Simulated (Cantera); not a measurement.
A perfectly stirred reactor is fed with C₃H₈ : O₂ : N₂ = 1 : 3.57 : 13.4 (molar parts), at 1.00 atm; it is adiabatic with a 550 K inlet, and is followed from long to short residence time, starting on the burning branch (τ in s: 0.044, 0.021, 0.01, 0.0048, 0.0023, 0.0011, 0.00052, 0.00025, 0.00012, 5.6e-05, 2.7e-05).

Cantera simulation using GRI-Mech 3.0 (53 species, 325 reactions); the numbers are that mechanism's predictions, not measurements. GRI-Mech 3.0 was tuned for natural gas; its chemistry of propane as a main component is partial and can be far from experiment.

Predict: blow-out, bracketed by the residence times tried; x(C₃H₈) at τ = 44.0 ms; x(O₂) at τ = 44.0 ms; x(CH₂O) at τ = 44.0 ms; x(CH₃) at τ = 44.0 ms; x(CO₂) at τ = 44.0 ms; x(C₃H₈) at τ = 1.10 ms; x(O₂) at τ = 1.10 ms; x(CH₂O) at τ = 1.10 ms; x(CH₃) at τ = 1.10 ms; x(CO₂) at τ = 1.10 ms.


```json
{
  "blow_out_bracketed_by_the_residence_times_tried": "burning at 0.120 ms, out at 56.0 µs",
  "x(C₃H₈) at τ = 44.0 ms": "4.14e-7",
  "x(O₂) at τ = 44.0 ms": "0.000164",
  "x(CH₂O) at τ = 44.0 ms": "1.16e-6",
  "x(CH₃) at τ = 44.0 ms": "1.28e-5",
  "x(CO₂) at τ = 44.0 ms": "0.0542",
  "x(C₃H₈) at τ = 1.10 ms": "9.65e-6",
  "x(O₂) at τ = 1.10 ms": "0.00168",
  "x(CH₂O) at τ = 1.10 ms": "1.71e-5",
  "x(CH₃) at τ = 1.10 ms": "0.000149",
  "x(CO₂) at τ = 1.10 ms": "0.0530"
}
```
